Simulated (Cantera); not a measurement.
An isothermal, constant-pressure homogeneous reactor starts with 51.8 % NH3, 48.2 % H2, at 2250 K and 5600 Pa.

Detailed kinetics in Cantera: the gas-phase N/H chemistry of the illustrative SiF4/NH3 mechanism in the Surface Chemkin manual (1991). Walls and surfaces, which speed up NH3 decomposition in real reactors, are not modelled.

One state of this run: x NH3 = 0.249; x H2 = 0.660; x H = 0.00126; x NH2 = 0.00148; x N = 5.50e-6; x NH = 6.00e-5. x: mole fraction; the columns are a selection and need not sum to one.

### Question
Which value of t (s) does it belong to?
(A) 0.0361
(B) 0.000400
(C) 0.00242
(D) 0.00596

### Answer
A, 0.0361
